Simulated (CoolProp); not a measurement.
A simple Rankine cycle with the fluoroketone C6F12O (FK-5-1-12): condensing at 290.15 K, boiler at 0.147 MPa, turbine inlet 348.3 K, turbine efficiency 0.85, pump efficiency 0.6, no recuperator. Each further row changes one setting.

The numbers come from the reference Helmholtz-energy equation of state, McLinden 2015 in CoolProp.

| case | thermal efficiency (%) | net work (kJ/kg) | heat in (kJ/kg) | turbine exit temperature (K) | volume ratio over the turbine |
|---|---|---|---|---|---|
| as stated | 8.1 | 11.9 | 146 | 332.8 | [?] |
| turbine inlet 368.3 K | [?] | 12.7 | 165 | [?] | 5.16 |
| condensing temperature 282.15 K | [?] | 14.6 | 155 | 329.6 | 7.54 |
| boiler pressure 0.103 MPa | 6.4 | [?] | 147 | [?] | 3.61 |
| turbine efficiency 0.75 | 7.1 | 10.5 | 146 | 334.4 | [?] |

Some entries are withheld; supply them.


- as stated, volume ratio over the turbine: 5.22
- turbine inlet 368.3 K, thermal efficiency (%): 7.7
- turbine inlet 368.3 K, turbine exit temperature (K): 352.6
- condensing temperature 282.15 K, thermal efficiency (%): 9.4
- boiler pressure 0.103 MPa, net work (kJ/kg): 9.45
- boiler pressure 0.103 MPa, turbine exit temperature (K): 336.4
- turbine efficiency 0.75, volume ratio over the turbine: 5.24
